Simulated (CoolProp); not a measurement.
Saturation properties of sulfur hexafluoride.

Model: reference Helmholtz-energy equation of state, Guder 2009, in CoolProp.

```json
[
 {"T (K)": "230.6", "p (kPa)": "308.6", "vapour density (kg/m³)": "25.72", "liquid cp (kJ/(kg K))": "0.8592", "surface tension (mN/m)": "10.5", "liquid conductivity (mW/(m K))": "74.6"},
 {"T (K)": "236.1", "p (kPa)": "381.2", "vapour density (kg/m³)": "31.51", "liquid cp (kJ/(kg K))": "0.8771", "surface tension (mN/m)": "9.64", "liquid conductivity (mW/(m K))": "73.1"},
 {"T (K)": "241.5", "p (kPa)": "464.4", "vapour density (kg/m³)": "38.16", "liquid cp (kJ/(kg K))": "0.8954", "surface tension (mN/m)": "8.85", "liquid conductivity (mW/(m K))": "71.6"},
 {"T (K)": "246.9", "p (kPa)": "560.5", "vapour density (kg/m³)": "45.89", "liquid cp (kJ/(kg K))": "0.9147", "surface tension (mN/m)": "8.07", "liquid conductivity (mW/(m K))": "70.0"},
 {"T (K)": "252.4", "p (kPa)": "672.9", "vapour density (kg/m³)": "55.02", "liquid cp (kJ/(kg K))": "0.9358", "surface tension (mN/m)": "7.29", "liquid conductivity (mW/(m K))": "68.3"},
 {"T (K)": "257.8", "p (kPa)": "798.7", "vapour density (kg/m³)": "65.42", "liquid cp (kJ/(kg K))": "0.9583", "surface tension (mN/m)": "6.54", "liquid conductivity (mW/(m K))": "66.7"},
 {"T (K)": "263.3", "p (kPa)": "943.9", "vapour density (kg/m³)": "77.68", "liquid cp (kJ/(kg K))": "0.9837", "surface tension (mN/m)": "5.80", "liquid conductivity (mW/(m K))": "64.9"},
 {"T (K)": "268.7", "p (kPa)": "1105", "vapour density (kg/m³)": "91.64", "liquid cp (kJ/(kg K))": "1.012", "surface tension (mN/m)": "5.08", "liquid conductivity (mW/(m K))": "63.2"},
 {"T (K)": "274.1", "p (kPa)": "1285", "vapour density (kg/m³)": "107.9", "liquid cp (kJ/(kg K))": "1.045", "surface tension (mN/m)": "4.39", "liquid conductivity (mW/(m K))": "61.4"},
 {"T (K)": "279.6", "p (kPa)": "1490", "vapour density (kg/m³)": "127.1", "liquid cp (kJ/(kg K))": "1.084", "surface tension (mN/m)": "3.71", "liquid conductivity (mW/(m K))": "59.5"},
 {"T (K)": "285", "p (kPa)": "1714", "vapour density (kg/m³)": "149.5", "liquid cp (kJ/(kg K))": "1.132", "surface tension (mN/m)": "3.07", "liquid conductivity (mW/(m K))": "57.7"},
 {"T (K)": "290.5", "p (kPa)": "1966", "vapour density (kg/m³)": "176.5", "liquid cp (kJ/(kg K))": "1.196", "surface tension (mN/m)": "2.45", "liquid conductivity (mW/(m K))": "55.7"},
 {"T (K)": "295.9", "p (kPa)": "2241", "vapour density (kg/m³)": "208.8", "liquid cp (kJ/(kg K))": "1.284", "surface tension (mN/m)": "1.86", "liquid conductivity (mW/(m K))": "53.7"},
 {"T (K)": "301.4", "p (kPa)": "2550", "vapour density (kg/m³)": "249.9", "liquid cp (kJ/(kg K))": "1.422", "surface tension (mN/m)": "1.31", "liquid conductivity (mW/(m K))": "51.5"}
]
```

Thermal conductivity comes from a separate model (Assael 2012). Surface tension comes from a separate correlation (Mulero 2012).
